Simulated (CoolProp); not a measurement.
Properties of dimethyl carbonate along the isotherm 99.85 °C.

The numbers come from the reference Helmholtz-energy equation of state, Zhou 2011 in CoolProp.

```
p (MPa)   phase  speed of sound (m/s)  isothermal compressibility (1/MPa)
-------  ------  --------------------  ----------------------------------
0.155    liquid                 904.0                            0.001729
0.234    liquid                 904.5                            0.001726
0.353    liquid                 905.3                            0.001723
0.533    liquid                 906.5                            0.001717
0.804    liquid                 908.2                            0.001709
1.21     liquid                 910.8                            0.001697
1.83     liquid                 914.7                            0.001679
2.76     liquid                 920.6                            0.001653
4.16     liquid                 929.2                            0.001615
6.28     liquid                 942.0                            0.001561
9.48     liquid                 960.6                            0.001487
14.3     liquid                 987.2                            0.001390
21.6     liquid                  1025                            0.001267
32.5     liquid                  1077                            0.001122
49.1     liquid                  1147                           0.0009593
```
